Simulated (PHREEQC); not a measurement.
2.3 g of hydrous ferric oxide (600 m²/g; 0.2 weak and 0.005 strong sites per Fe, Dzombak-Morel constants, diffuse double layer) in 1 kg of water with 0.1 mol/kgw of an inert sodium salt and 4.4e-05 mol/kgw ZnCl2, 0.00026 mol/kgw CuSO4 and 1.2e-05 mol/kgw Na2SO4, at 25 °C; the pH is set by adding NaOH or the inert anion's acid. Oxygen is held at 0.21 atm. No CO2 enters from the air. Precipitation was switched off in this run.

The series has 17 steps of pH, from 3 to 11.

The numbers come from PHREEQC with the ion-association model, wateq4f.dat.

### Question
Near which pH is half of the Zn sorbed, and on which side is more sorbed?

### Answer
Near pH 5.9, with more sorbed at higher pH.

### Question
Near which pH is half of the S sorbed, and on which side is more sorbed?

### Answer
Near pH 6.8, with more sorbed at lower pH.

### Question
Near which pH is half of the Cu sorbed, and on which side is more sorbed?

### Answer
Near pH 4.5, with more sorbed at higher pH.

The database's constant for dissolved Cu(OH)2 is higher than later reviews accept. The oxide is taken as insoluble; below pH 4 it would dissolve.
